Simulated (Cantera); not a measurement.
# Premixed flame

A freely propagating, adiabatic, planar premixed flame of CH₄ : C₂H₆ : C₃H₈ : O₂ : N₂ = 1 : 0.31 : 0.11 : 3.91 : 14.7 (molar parts), unburnt at 400 K and 0.430 bar; mixture-averaged transport, grid criteria slope 0.08 and curve 0.16, no radiation.

Cantera simulation using GRI-Mech 3.0 (53 species, 325 reactions); the numbers are that mechanism's predictions, not measurements. Burning velocities carry a grid error of a few per cent, more on coarse grids.

```
z (mm)  T (K)  u (m/s)     x CH₄    x C₂H₆   x C₃H₈     x NO    x C₂H      x OH
------  -----  -------  --------  --------  -------  -------  -------  --------
-2.28     400    0.753    0.0499    0.0155  0.00549    <1e-8    <1e-8     <1e-8
-1.52     401    0.755    0.0498    0.0155  0.00548    <1e-8    <1e-8     <1e-8
-1.14     404    0.763    0.0496    0.0154  0.00547    <1e-8    <1e-8     <1e-8
-0.760    444    0.843    0.0482    0.0152  0.00543  4.64e-8    <1e-8   1.69e-7
-0.380    814     1.57    0.0371    0.0119  0.00424  9.18e-7    <1e-8   2.62e-5
-0.190   1236     2.43    0.0228   0.00565  0.00162  2.40e-6    <1e-8  0.000275
0        1629     3.24   0.00663  0.000397  5.18e-5  5.02e-6  3.35e-7   0.00229
0.190    1786     3.55  0.000622   1.55e-6  4.19e-8  8.37e-6  2.31e-7   0.00604
0.380    1826     3.62   2.98e-5     <1e-8    <1e-8  1.07e-5  1.09e-8   0.00796
0.760    1868     3.68   6.59e-8     <1e-8    <1e-8  1.32e-5    <1e-8   0.00885
1.52     1923     3.77     <1e-8     <1e-8    <1e-8  1.69e-5    <1e-8   0.00903
3.04     1991     3.89     <1e-8     <1e-8    <1e-8  2.32e-5    <1e-8   0.00875
6.08     2067     4.02     <1e-8     <1e-8    <1e-8  3.50e-5    <1e-8   0.00800
```
x: mole fraction of selected species; z is measured from the peak of heat release.

```yaml
laminar_burning_velocity: 75.2 cm/s
thermal_thickness: 0.760 mm
peak x(C₂H): 4.81e-7
peak x(OH): 0.00904
grid_points: 153
```
